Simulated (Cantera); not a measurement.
Input (Python, Cantera):

```python
import numpy as np
import cantera as ct

gas = ct.Solution("h2o2.yaml")
gas.TPX = 673, 1000000, {'H2': 1, 'O2': 0.82, 'N2': 3.08}
flame = ct.FreeFlame(gas, width=0.008)
flame.set_refine_criteria(ratio=3, slope=0.08, curve=0.16)
flame.transport_model = "mixture-averaged"
flame.solve(loglevel=0, auto=True)
z, T = flame.grid, flame.T
thick = (T[-1] - T[0]) / np.gradient(T, z).max()
show = ['H2', 'O2', 'HO2', 'O', 'H', 'OH']
print(f"laminar burning velocity  {flame.velocity[0] * 100:.3f} cm/s")
print(f"burnt temperature         {T[-1]:.1f} K")
print(f"thermal thickness         {thick * 1e3:.4f} mm")
print(f"grid points               {len(z)}")
z0 = z[flame.heat_release_rate.argmax()]
print(f"{'z/mm':>9s}{'T/K':>9s}{'u/(m/s)':>9s}" + "".join(f"{s:>11s}" for s in show))
rows = []
for k in (-3, -2, -1.5, -1, -0.5, -0.25, 0, 0.25, 0.5, 1, 2, 4, 8):
    zz = z0 + k * thick
    rows.append([k * thick, np.interp(zz, z, T), np.interp(zz, z, flame.velocity),
                 *(np.interp(zz, z, flame.X[gas.species_index(s)]) for s in show)])
    print(f"{rows[-1][0] * 1e3:9.3f}{rows[-1][1]:9.1f}{rows[-1][2]:9.3f}" + "".join(f"{x:11.3e}" for x in rows[-1][3:]))
```

Result:

```
laminar burning velocity  247.416 cm/s
burnt temperature         2115.0 K
thermal thickness         0.0308 mm
grid points               110
     z/mm      T/K  u/(m/s)         H2         O2        HO2          O          H         OH
   -0.092    673.3    2.469  2.019e-01  1.678e-01  1.770e-07  4.834e-12  1.513e-13  2.562e-13
   -0.062    674.6    2.461  1.971e-01  1.688e-01  1.543e-06  1.837e-10  5.193e-12  9.924e-12
   -0.046    678.3    2.455  1.901e-01  1.701e-01  7.111e-06  4.013e-09  1.198e-10  2.385e-10
   -0.031    698.7    2.481  1.723e-01  1.730e-01  5.940e-05  1.375e-07  9.488e-09  1.556e-08
   -0.015    866.0    2.956  1.256e-01  1.715e-01  7.617e-04  2.043e-05  3.562e-05  4.054e-05
   -0.008   1154.8    3.868  8.700e-02  1.549e-01  9.523e-04  3.347e-04  6.840e-04  5.961e-04
    0.000   1499.9    4.983  4.807e-02  1.249e-01  5.759e-04  1.780e-03  2.729e-03  2.577e-03
    0.008   1742.3    5.777  2.250e-02  9.902e-02  3.063e-04  3.320e-03  3.766e-03  5.715e-03
    0.015   1880.7    6.229  1.100e-02  8.595e-02  1.730e-04  3.634e-03  3.071e-03  7.830e-03
    0.031   2005.6    6.627  4.233e-03  7.879e-02  7.362e-05  2.508e-03  1.335e-03  8.072e-03
    0.062   2077.5    6.847  1.466e-03  7.751e-02  2.566e-05  1.002e-03  3.039e-04  5.705e-03
    0.123   2105.8    6.931  4.466e-04  7.771e-02  9.444e-06  3.302e-04  5.432e-05  3.439e-03
    0.246   2113.7    6.953  1.991e-04  7.792e-02  5.962e-06  1.631e-04  1.811e-05  2.457e-03
```

Detailed kinetics in Cantera: the H2/O2 subset of GRI-Mech 3.0, which has no nitrogen chemistry. The hydrogen kinetics of GRI-Mech 3.0 are dated; newer H2 mechanisms differ, most at raised pressure. Burning velocities carry a grid error of a few per cent, more on coarse grids. Lean hydrogen flames are cellular in practice and burn faster than this planar one.
